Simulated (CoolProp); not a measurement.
Model: reference Helmholtz-energy equation of state, Lemmon 2016, in CoolProp.

**Question.** For R115, give the phase and the density (kg/m³), cv (kJ/(kg K)), Joule-Thomson coefficient (K/MPa), expansivity (1/kK) at 358.9 K and 0.564 MPa; 380 K and 0.564 MPa.

**Answer.** 
- 358.9 K and 0.564 MPa: gas; density 31.0, cv 0.744, Joule-Thomson coefficient 8.69, expansivity 3.40
- 380 K and 0.564 MPa: gas; density 29.0, cv 0.766, Joule-Thomson coefficient 7.37, expansivity 3.10
